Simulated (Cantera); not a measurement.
Adiabatic ignition

An adiabatic, constant-pressure homogeneous reactor starts with 7.52 % CH4, 19.4 % O2, 73.1 % N2, at 1448 K and 540 Torr.

Computed with Cantera and GRI-Mech 3.0 (53 species, 325 reactions).

| t (s) | T (K) | x CH4 | x O2 | x HCN | x NO | x H2O2 |
|---|---|---|---|---|---|---|
| 4.00e-6 | 1448 | 0.0752 | 0.194 | <1e-12 | <1e-12 | 4.23e-10 |
| 1.09e-5 | 1448 | 0.0752 | 0.194 | <1e-12 | <1e-12 | 2.67e-9 |
| 2.97e-5 | 1448 | 0.0752 | 0.194 | <1e-12 | <1e-12 | 1.35e-8 |
| 8.10e-5 | 1448 | 0.0752 | 0.194 | <1e-12 | <1e-12 | 4.82e-8 |
| 0.000221 | 1448 | 0.0751 | 0.194 | <1e-12 | <1e-12 | 1.17e-7 |
| 0.000602 | 1448 | 0.0750 | 0.194 | <1e-12 | <1e-12 | 1.78e-7 |
| 0.00164 | 1460 | 0.0722 | 0.192 | <1e-12 | 2.38e-12 | 1.51e-6 |
| 0.00447 | 2614 | <1e-12 | 0.0477 | 5.15e-11 | 0.00343 | 2.13e-7 |
| 0.0122 | 2606 | <1e-12 | 0.0447 | 9.84e-11 | 0.0100 | 2.04e-7 |
| 0.0332 | 2604 | <1e-12 | 0.0439 | 1.11e-10 | 0.0119 | 2.01e-7 |
| 0.0906 | 2604 | <1e-12 | 0.0439 | 1.11e-10 | 0.0119 | 2.01e-7 |
| 0.247 | 2604 | <1e-12 | 0.0439 | 1.11e-10 | 0.0119 | 2.01e-7 |
| 0.673 | 2604 | <1e-12 | 0.0439 | 1.11e-10 | 0.0119 | 2.01e-7 |
| 1.83 | 2604 | <1e-12 | 0.0439 | 1.11e-10 | 0.0119 | 2.01e-7 |
| 5.00 | 2604 | <1e-12 | 0.0439 | 1.11e-10 | 0.0119 | 2.01e-7 |
x: mole fraction; the columns are a selection and need not sum to one.

- time of steepest temperature rise: 2.33 ms
- temperature at 5.00 s: 2604 K
- equilibrium temperature: 2604 K
- x(CH4) at 5.00 s: <1e-12 (gas-phase equilibrium <1e-12)
- x(O2) at 5.00 s: 0.0439 (gas-phase equilibrium 0.0439)
- x(HCN) at 5.00 s: 1.11e-10 (gas-phase equilibrium 1.11e-10)
